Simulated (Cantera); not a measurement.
An isothermal, constant-pressure homogeneous reactor starts with CH4 : H2 = 1 : 19 (molar parts), at 1775 K and 0.00720 atm. Integrator tolerance rtol = 1e-08.

Computed with Cantera and GRI-Mech 3.0 (53 species, 325 reactions). GRI-Mech 3.0 stops at C3 and has no aromatics, soot or wall deposition, so with more carbon than oxygen in the feed, carbon stays in small species such as C2H2 where larger ones or solid carbon would form. Radical loss at walls, strong at low pressure, is not modelled.

What does this change do: pressure from 0.00720 atm to 0.000306 atm?


| quantity | before | after |
|---|---|---|
| x(CH4) at 300 s | 7.51e-5 (gas-phase equilibrium 7.52e-5) | 3.43e-5 (gas-phase equilibrium 3.12e-6) |
| x(H2) at 300 s | 0.973 (gas-phase equilibrium 0.973) | 0.964 (gas-phase equilibrium 0.960) |
| x(C2H2) at 300 s | 0.0237 (gas-phase equilibrium 0.0237) | 0.0236 (gas-phase equilibrium 0.0236) |
| x(CH2) at 300 s | 2.00e-8 (gas-phase equilibrium 2.00e-8) | 1.14e-7 (gas-phase equilibrium 1.98e-8) |
| x(CH3) at 300 s | 5.25e-6 (gas-phase equilibrium 5.25e-6) | 8.48e-6 (gas-phase equilibrium 1.06e-6) |
| x(C2H) at 300 s | 6.45e-7 (gas-phase equilibrium 6.45e-7) | 2.27e-6 (gas-phase equilibrium 3.13e-6) |
| x(H) at 300 s | 0.00337 (gas-phase equilibrium 0.00337) | 0.0118 (gas-phase equilibrium 0.0162) |
